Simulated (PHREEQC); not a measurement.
Alkaline etch or developer with copper plating or etch bath: an equilibrium model

Solution A (0.056 mol/kgw NaOH and 4.4e-05 mol/kgw H4SiO4) is mixed with solution B (0.0059 mol Cu(NO3)2 per kg of water) at 20 °C; shares are by mass of water, 1 kg in all. Oxygen is held at 0.21 atm. CO2 from the air is kept out. The run lets Cu(OH)2, Cu2(OH)3NO3, SiO2(a) precipitate or redissolve, and no other solid.

The series has 21 steps of share of solution B, from 0 to 1.

Computed with PHREEQC (ion-association model, wateq4f.dat).

### Question
Which solids form, in which order, and at which step of the series does each first stand?

### Answer
Cu(OH)2 from share of solution B = 0.05 (pH 12.80), last present at share of solution B = 0.85; Cu2(OH)3NO3 from share of solution B = 0.85 (pH 6.14), last present at share of solution B = 0.95.

### Question
Between which two steps does the pH jump most, and from what to what?

### Answer
Between share of solution B = 0.8 and 0.85: from 11.36 to 6.14.

Species that the database lacks are ignored. The database's constant for dissolved Cu(OH)2 is higher than later reviews accept.
